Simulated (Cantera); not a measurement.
A closed system holds: 1 mol SiH4, 18 mol NH3, 18 mol H2, held at 59.0 Pa.

These are equilibrium values from Cantera (NASA tables, ideal gas, pure condensed phases), not measurements of a reactor. Candidate condensed phases: Si, Si3N4; 18 gas species. Gases not in the tables: Si2H6 and higher silanes. Equilibrium is a limit: real reactors are often held back by kinetics, nucleation or transport.

Question: At 1725 K, list the 4 most abundant gas species with their mole fractions, and the condensed phases.

Answer: H2 0.831, N2 0.160, H 0.00697, Si 0.00172. Condensed: Si(l).
